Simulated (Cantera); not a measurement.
A perfectly stirred reactor is fed with CH4 : N2 = 1 : 1.1 (molar parts), at 0.938 atm; it is held at 1275 K, and followed from long to short residence time.

Cantera simulation using GRI-Mech 3.0 (53 species, 325 reactions); the numbers are that mechanism's predictions, not measurements. GRI-Mech 3.0 stops at C3 and has no aromatics, soot or wall deposition, so with more carbon than oxygen in the feed, carbon stays in small species such as C2H2 where larger ones or solid carbon would form.

Q: What does this change do: temperature 1275 to 1825 K?

A: 
```csv
quantity,before,after
x(CH4) at τ = 5.40 s,0.462,0.00795
x(C2H4) at τ = 5.40 s,0.00162,0.00139
x(C2H2) at τ = 5.40 s,0.00326,0.157
x(H2) at τ = 5.40 s,0.0133,0.475
x(HCN) at τ = 5.40 s,<1e-12,3.45e-5
x(CH4) at τ = 42.0 ms,0.476,0.0614
x(C2H4) at τ = 42.0 ms,3.37e-6,0.00159
x(C2H2) at τ = 42.0 ms,3.87e-8,0.139
x(H2) at τ = 42.0 ms,4.15e-5,0.420
x(HCN) at τ = 42.0 ms,<1e-12,1.22e-6
```
